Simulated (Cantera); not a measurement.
Mixture: CH₄ : O₂ : N₂ : H₂O = 1 : 2 : 13.2 : 0.64 (molar parts), equivalence ratio 1.0, at 5.40 bar, adiabatic and at constant volume. Ignition delay is the time to a rise of 400 K.

Cantera simulation using GRI-Mech 3.0 (53 species, 325 reactions); the numbers are that mechanism's predictions, not measurements.

Q: What does this change do: constant pressure in place of constant volume?

A: 
```tsv
quantity	before	after
delay at 1048 K	0.120 s	0.123 s
delay at 1148 K	30.0 ms	31.0 ms
delay at 1248 K	8.70 ms	9.11 ms
delay at 1348 K	2.77 ms	2.93 ms
delay at 1448 K	0.942 ms	1.00 ms
apparent activation energy between 1348 and 1448 K	180 kJ/mol	170 kJ/mol
```

Q: What does this change do: pressure from 5.40 bar to 5.00 bar?

A: 
```json
[
 {"quantity": "delay at 1048 K", "before": "0.120 s", "after": "0.132 s"},
 {"quantity": "delay at 1148 K", "before": "30.0 ms", "after": "32.8 ms"},
 {"quantity": "delay at 1248 K", "before": "8.70 ms", "after": "9.43 ms"},
 {"quantity": "delay at 1348 K", "before": "2.77 ms", "after": "2.98 ms"},
 {"quantity": "delay at 1448 K", "before": "0.942 ms", "after": "1.01 ms"},
 {"quantity": "apparent activation energy between 1348 and 1448 K", "before": "180 kJ/mol", "after": "180 kJ/mol"}
]
```

Q: What does this change do: 0.086 parts C2H6 added?

A: 
```json
[
 {"quantity": "delay at 1048 K", "before": "0.120 s", "after": "19.4 ms"},
 {"quantity": "delay at 1148 K", "before": "30.0 ms", "after": "5.01 ms"},
 {"quantity": "delay at 1248 K", "before": "8.70 ms", "after": "1.77 ms"},
 {"quantity": "delay at 1348 K", "before": "2.77 ms", "after": "0.691 ms"},
 {"quantity": "delay at 1448 K", "before": "0.942 ms", "after": "0.275 ms"},
 {"quantity": "apparent activation energy between 1348 and 1448 K", "before": "180 kJ/mol", "after": "150 kJ/mol"}
]
```
